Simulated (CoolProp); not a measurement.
Vapour-liquid equilibrium of n-butane (1) + benzene (2) at 329.4 K; x and y are mole fractions of (1).

Model: multi-fluid Helmholtz-energy mixture model, Bücker 2006 and Thol 2012; pair parameters Bell 2016, in CoolProp.

Question: Give the bubble pressure and the first vapour's composition at x = 0.25, 0.35, 0.65. Is there an azeotrope?

Answer: x = 0.25: 0.2118 MPa, y = 0.825; x = 0.35: 0.2713 MPa, y = 0.877; x = 0.65: 0.4176 MPa, y = 0.946. No azeotrope shows between x = 0.05 and 0.95.

Pair parameters are fitted to limited data, so mixtures are less certain than the pure fluids.
